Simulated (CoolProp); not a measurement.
The fluid at 278.4 K and 0.765 MPa is compressed adiabatically to 5.25 MPa with isentropic efficiency 0.9. The same conditions are run with several fluids, on thermodynamics alone (safety and materials aside).

The numbers come from the reference Helmholtz-energy equation of state of each fluid (carbon dioxide: Span 1996; R13: Platzer 1990; oxygen: Schmidt 1985; nitrogen: Span 2000) in CoolProp. The equations of Platzer and Polt are older, rougher fits.

### Question
Rank carbon dioxide, R13, oxygen, nitrogen by work (kJ/kg), highest first.

### Answer
nitrogen (238), oxygen (206), carbon dioxide (132), R13 (45.8)

```tsv
fluid	final temperature (K)	final phase	final density (kg/m³)
carbon dioxide	440.4	gas	67.4
R13	376.6	supercritical	227
oxygen	498.9	supercritical	40.1
nitrogen	505.7	supercritical	34.2
```

Above 300 K oxygen's equation is extrapolated.
